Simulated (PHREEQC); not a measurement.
**Alkaline etch or developer: an equilibrium model**

Dissolve 0.011 mol/kgw KOH, 0.00016 mol/kgw H4SiO4 and 0.038 mol/kgw K3PO4 at 20 °C. Closed to the air; pH follows from the charge balance.

Model: ion-association model, wateq4f.dat, run in PHREEQC.

This is a speciation only: nothing precipitates in the calculation.

What pH does the model give?

pH 12.30.

In which forms is Si present?

H3SiO4- 81 %, H2SiO4-2 18 % of the Si.

Complexes and solids missing from the database can't appear. H3PO4, which wateq4f.dat lacks, is added to it with the constant of phreeqc.dat.
